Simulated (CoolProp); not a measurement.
p-xylene along the isobar 0.101 MPa: Z from the reference equation and from simpler models built on Tc = 343.0 °C, pc = 3.532 MPa, ω = 0.324; each cubic takes its own stable root.

Computed with CoolProp (reference Helmholtz-energy equation of state, Zhou 2012).

| T (°C) | phase | reference | van der Waals | Soave-Redlich-Kwong | Peng-Robinson |
|---|---|---|---|---|---|
| 113.35 | liquid | 0.004293 | 0.9744 | 0.004922 | 0.004359 |
| 134.15 | liquid | 0.004182 | 0.9773 | 0.004797 | 0.004243 |
| 154.95 | gas | … | 0.9798 | 0.9685 | 0.9671 |
| 175.75 | gas | 0.9668 | 0.9819 | … | 0.9713 |
| 196.55 | gas | 0.9721 | 0.9837 | 0.9762 | … |
| 217.35 | gas | 0.9763 | 0.9853 | 0.9792 | 0.9779 |
| 238.15 | gas | 0.9796 | 0.9866 | 0.9818 | 0.9805 |
| 258.85 | gas | 0.9822 | 0.9878 | 0.9839 | 0.9827 |
| 279.65 | gas | 0.9844 | 0.9889 | 0.9858 | 0.9846 |
| 300.45 | gas | 0.9862 | 0.9898 | 0.9875 | 0.9863 |
| 321.25 | gas | 0.9878 | 0.9907 | 0.9889 | 0.9877 |

Q: Complete the blanks.

A: 
- 154.95, reference: 0.9600
- 175.75, Soave-Redlich-Kwong: 0.9727
- 196.55, Peng-Robinson: 0.9749

At some of these states van der Waals gives the other phase, because its saturation line lies elsewhere.
